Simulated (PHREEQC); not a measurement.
A column of 0.2 m (40 cells, dispersivity 0.01 m, 300 s a shift, diffusion coefficient 3e-10 m²/s) holds 0.3 eq of the database's cation exchanger X per kg of pore water, first in equilibrium with 0.0034 mol/kgw SrCl2, 0.036 mol/kgw CuCl2 and 1e-05 mol/kgw HCl. It is flushed with 90 mmol/kgw CuCl2 and 0.01 mmol/kgw HCl, at 40 °C. Values are for the last cell. No CO2 enters from the air. Nothing may precipitate in this run.

All values are PHREEQC results (ion-association model, phreeqc.dat), not measurements.

Question: Predict Sr in solution (mol/kgw) at pore volumes = 1.012, 1.212, 2.612, 2.812, 3.612.

Answer: 
```json
[
 {"pore volumes": "1.012", "Sr in solution (mol/kgw)": "0.00560"},
 {"pore volumes": "1.212", "Sr in solution (mol/kgw)": "0.00632"},
 {"pore volumes": "2.612", "Sr in solution (mol/kgw)": "0.00674"},
 {"pore volumes": "2.812", "Sr in solution (mol/kgw)": "0.00656"},
 {"pore volumes": "3.612", "Sr in solution (mol/kgw)": "0.00550"}
]
```

Complexes and solids missing from the database can't appear. At this temperature some constants are extrapolated from 25 °C, and those without enthalpy data are left unchanged.
